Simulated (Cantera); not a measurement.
An isothermal, constant-pressure homogeneous reactor starts with H₂ : O₂ = 0.27 : 1 (molar parts), equivalence ratio 0.14, at 1200 K and 6.38 Torr.

Model: the H2/O2 subset of GRI-Mech 3.0, which has no nitrogen chemistry, integrated in Cantera. Radical loss at walls, strong at low pressure, is not modelled. The temperature is held fixed by assumption; the heat of reaction is taken as removed at once.

x: mole fraction; the columns are a selection and need not sum to one.

```json
[
 {"t (s)": "4.00e-5", "x H₂": "0.213", "x O₂": "0.787", "x O": "7.55e-10", "x HO₂": "3.92e-9", "x OH": "6.07e-10", "x H₂O₂": "<1e-12", "x H": "3.53e-9"},
 {"t (s)": "0.000153", "x H₂": "0.213", "x O₂": "0.787", "x O": "9.50e-9", "x HO₂": "1.50e-8", "x OH": "6.06e-9", "x H₂O₂": "1.25e-11", "x H": "1.91e-8"},
 {"t (s)": "0.000583", "x H₂": "0.213", "x O₂": "0.787", "x O": "7.77e-7", "x HO₂": "5.98e-8", "x OH": "4.63e-7", "x H₂O₂": "1.83e-10", "x H": "1.28e-6"},
 {"t (s)": "0.00222", "x H₂": "0.0261", "x O₂": "0.682", "x O": "0.0593", "x HO₂": "5.34e-6", "x OH": "0.0132", "x H₂O₂": "[?]", "x H": "0.0784"},
 {"t (s)": "0.00848", "x H₂": "0.00882", "x O₂": "0.684", "x O": "0.0643", "x HO₂": "5.79e-6", "x OH": "0.00960", "x H₂O₂": "[?]", "x H": "0.0571"},
 {"t (s)": "0.0324", "x H₂": "0.00436", "x O₂": "0.729", "x O": "0.0280", "x HO₂": "6.18e-6", "x OH": "0.00694", "x H₂O₂": "[?]", "x H": "0.0168"},
 {"t (s)": "0.124", "x H₂": "0.000465", "x O₂": "0.758", "x O": "0.00283", "x HO₂": "3.26e-6", "x OH": "0.00228", "x H₂O₂": "[?]", "x H": "0.000539"},
 {"t (s)": "0.471", "x H₂": "2.96e-5", "x O₂": "0.762", "x O": "0.000182", "x HO₂": "5.13e-7", "x OH": "0.000580", "x H₂O₂": "[?]", "x H": "8.74e-6"},
 {"t (s)": "1.80", "x H₂": "3.31e-6", "x O₂": "0.762", "x O": "2.06e-5", "x HO₂": "7.64e-8", "x OH": "0.000196", "x H₂O₂": "[?]", "x H": "3.35e-7"},
 {"t (s)": "6.87", "x H₂": "5.65e-7", "x O₂": "0.762", "x O": "3.55e-6", "x HO₂": "1.83e-8", "x OH": "8.13e-5", "x H₂O₂": "[?]", "x H": "2.39e-8"},
 {"t (s)": "26.2", "x H₂": "1.24e-7", "x O₂": "0.762", "x O": "7.82e-7", "x HO₂": "1.20e-8", "x OH": "3.81e-5", "x H₂O₂": "[?]", "x H": "2.47e-9"},
 {"t (s)": "100", "x H₂": "4.36e-8", "x O₂": "0.762", "x O": "2.76e-7", "x HO₂": "1.56e-8", "x OH": "2.26e-5", "x H₂O₂": "5.11e-10", "x H": "5.19e-10"}
]
```

Problem. Fill in the missing entries.

Solution. 
- 0.00222, x H₂O₂: 2.92e-7
- 0.00848, x H₂O₂: 2.00e-7
- 0.0324, x H₂O₂: 2.72e-7
- 0.124, x H₂O₂: 2.04e-7
- 0.471, x H₂O₂: 5.99e-8
- 1.80, x H₂O₂: 1.57e-8
- 6.87, x H₂O₂: 4.24e-9
- 26.2, x H₂O₂: 1.20e-9
